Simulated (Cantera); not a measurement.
An isothermal, constant-pressure homogeneous reactor starts with 7.63 % H₂, 92.4 % O₂, at 1200 K and 20.0 Torr.

Detailed kinetics in Cantera: the H2/O2 subset of GRI-Mech 3.0, which has no nitrogen chemistry. Radical loss at walls, strong at low pressure, is not modelled. The temperature is held fixed by assumption; the heat of reaction is taken as removed at once.

x: mole fraction; the columns are a selection and need not sum to one.

```json
[
 {"t (s)": "0.000600", "x H₂": "0.0759", "x O₂": "0.923", "x H₂O": "0.000299", "x OH": "0.000114", "x H₂O₂": "___"},
 {"t (s)": "0.00159", "x H₂": "0.00216", "x O₂": "0.873", "x H₂O": "0.0644", "x OH": "0.00515", "x H₂O₂": "___"},
 {"t (s)": "0.00419", "x H₂": "0.00127", "x O₂": "0.888", "x H₂O": "0.0703", "x OH": "0.00404", "x H₂O₂": "2.67e-7"},
 {"t (s)": "0.0111", "x H₂": "0.000557", "x O₂": "0.907", "x H₂O": "0.0756", "x OH": "0.00268", "x H₂O₂": "2.66e-7"},
 {"t (s)": "0.0293", "x H₂": "0.000129", "x O₂": "0.917", "x H₂O": "0.0783", "x OH": "0.00129", "x H₂O₂": "___"},
 {"t (s)": "0.0775", "x H₂": "2.14e-5", "x O₂": "0.920", "x H₂O": "0.0790", "x OH": "0.000529", "x H₂O₂": "___"},
 {"t (s)": "0.205", "x H₂": "3.71e-6", "x O₂": "0.920", "x H₂O": "0.0792", "x OH": "0.000223", "x H₂O₂": "___"},
 {"t (s)": "0.542", "x H₂": "7.84e-7", "x O₂": "0.921", "x H₂O": "0.0793", "x OH": "0.000104", "x H₂O₂": "___"},
 {"t (s)": "1.43", "x H₂": "2.02e-7", "x O₂": "0.921", "x H₂O": "0.0793", "x OH": "5.30e-5", "x H₂O₂": "___"},
 {"t (s)": "3.79", "x H₂": "6.01e-8", "x O₂": "0.921", "x H₂O": "0.0793", "x OH": "2.91e-5", "x H₂O₂": "___"},
 {"t (s)": "10.0", "x H₂": "2.03e-8", "x O₂": "0.921", "x H₂O": "0.0793", "x OH": "1.70e-5", "x H₂O₂": "7.92e-10"},
 {"t (s)": "26.5", "x H₂": "8.79e-9", "x O₂": "0.921", "x H₂O": "0.0793", "x OH": "1.12e-5", "x H₂O₂": "3.83e-10"},
 {"t (s)": "70.0", "x H₂": "6.55e-9", "x O₂": "0.921", "x H₂O": "0.0793", "x OH": "9.63e-6", "x H₂O₂": "3.01e-10"}
]
```

Q: Complete the blanks.

A: 
- 0.000600, x H₂O₂: 1.44e-9
- 0.00159, x H₂O₂: 2.89e-7
- 0.0293, x H₂O₂: 1.98e-7
- 0.0775, x H₂O₂: 1.01e-7
- 0.205, x H₂O₂: 4.07e-8
- 0.542, x H₂O₂: 1.51e-8
- 1.43, x H₂O₂: 5.52e-9
- 3.79, x H₂O₂: 2.04e-9
